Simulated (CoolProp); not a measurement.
Vapour-liquid equilibrium of R134a (1) + R142b (2) at 206.2 K; x and y are mole fractions of (1).

Computed with CoolProp (multi-fluid Helmholtz-energy mixture model, Tillner-Roth 1994 and Lemmon 2006; pair parameters Bell 2016).

```json
[
 {"x": "0.05", "bubble pressure, mixture model (bar)": "0.04818", "bubble pressure, Raoult's law (bar)": "0.04673", "y, mixture model": "___", "y, Raoult's law": "0.106"},
 {"x": "0.2", "bubble pressure, mixture model (bar)": "___", "bubble pressure, Raoult's law (bar)": "0.05504", "y, mixture model": "0.406", "y, Raoult's law": "0.361"},
 {"x": "0.35", "bubble pressure, mixture model (bar)": "0.06978", "bubble pressure, Raoult's law (bar)": "0.06335", "y, mixture model": "0.577", "y, Raoult's law": "0.549"},
 {"x": "0.5", "bubble pressure, mixture model (bar)": "___", "bubble pressure, Raoult's law (bar)": "0.07165", "y, mixture model": "___", "y, Raoult's law": "0.693"},
 {"x": "0.65", "bubble pressure, mixture model (bar)": "___", "bubble pressure, Raoult's law (bar)": "0.07996", "y, mixture model": "0.794", "y, Raoult's law": "0.808"},
 {"x": "0.8", "bubble pressure, mixture model (bar)": "0.09194", "bubble pressure, Raoult's law (bar)": "0.08827", "y, mixture model": "___", "y, Raoult's law": "0.900"},
 {"x": "0.95", "bubble pressure, mixture model (bar)": "0.09760", "bubble pressure, Raoult's law (bar)": "0.09657", "y, mixture model": "0.968", "y, Raoult's law": "0.977"}
]
```

### Question
Some entries are withheld; supply them.

### Answer

- 0.05, y, mixture model: 0.132
- 0.2, bubble pressure, mixture model (bar): 0.05979
- 0.5, bubble pressure, mixture model (bar): 0.07829
- 0.5, y, mixture model: 0.699
- 0.65, bubble pressure, mixture model (bar): 0.08558
- 0.8, y, mixture model: 0.880

The largest gap from Raoult's law is +10.1 % in bubble pressure, at x = 0.35. No azeotrope shows between x = 0.05 and 0.95.

Pair parameters are fitted to limited data, so mixtures are less certain than the pure fluids.
